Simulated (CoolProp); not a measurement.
A simple Rankine cycle with isohexane: condensing at 298.15 K, boiler at 0.162 MPa, turbine inlet 363.9 K, turbine efficiency 0.85, pump efficiency 0.8, no recuperator. Each further row changes one setting.

Model: reference Helmholtz-energy equation of state, Lemmon 2006, in CoolProp. It is a short technical equation, of lower accuracy than the large ones.

```json
[
 {"case": "as stated", "thermal efficiency (%)": "10.4", "net work (kJ/kg)": "48.0", "heat in (kJ/kg)": "461", "turbine exit temperature (K)": "335.5", "volume ratio over the turbine": "5.54"},
 {"case": "turbine inlet 383.9 K", "thermal efficiency (%)": "10.2", "net work (kJ/kg)": "51.1", "heat in (kJ/kg)": "502", "turbine exit temperature (K)": "355.7", "volume ratio over the turbine": "5.52"},
 {"case": "condensing temperature 290.15 K", "thermal efficiency (%)": "11.9", "net work (kJ/kg)": "57.0", "heat in (kJ/kg)": "479", "turbine exit temperature (K)": "330.3", "volume ratio over the turbine": "7.70"},
 {"case": "boiler pressure 0.113 MPa", "thermal efficiency (%)": "8.4", "net work (kJ/kg)": "38.8", "heat in (kJ/kg)": "463", "turbine exit temperature (K)": "341.7", "volume ratio over the turbine": "3.87"},
 {"case": "turbine efficiency 0.75", "thermal efficiency (%)": "9.2", "net work (kJ/kg)": "42.3", "heat in (kJ/kg)": "461", "turbine exit temperature (K)": "338.6", "volume ratio over the turbine": "5.59"}
]
```
